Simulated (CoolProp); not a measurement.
100 sccm (0 °C, 1 atm) of nitrogen bubbles through liquid p-xylene at 323.6 K and leaves saturated at a total pressure of 0.0429 MPa (ideal gas phase). Each further row changes one setting.

Computed with CoolProp (reference Helmholtz-energy equation of state, Zhou 2012).

| case | vapour pressure (kPa) | mole fraction of vapour | delivery (mg/min) | delivery (sccm) | change of delivery for a bath 1 K warmer (%) |
|---|---|---|---|---|---|
| as stated | 4.44 | 0.103 | 54.7 | 11.5 | 5.4 |
| bath temperature 328.6 K | (withheld) | (withheld) | 71.1 | 15.0 | 5.4 |
| total pressure 0.0858 MPa | 4.44 | 0.0517 | 25.8 | (withheld) | 5.1 |

Task: Fill in the missing entries.

Result: 
- bath temperature 328.6 K, vapour pressure (kPa): 5.60
- bath temperature 328.6 K, mole fraction of vapour: 0.130
- total pressure 0.0858 MPa, delivery (sccm): 5.46
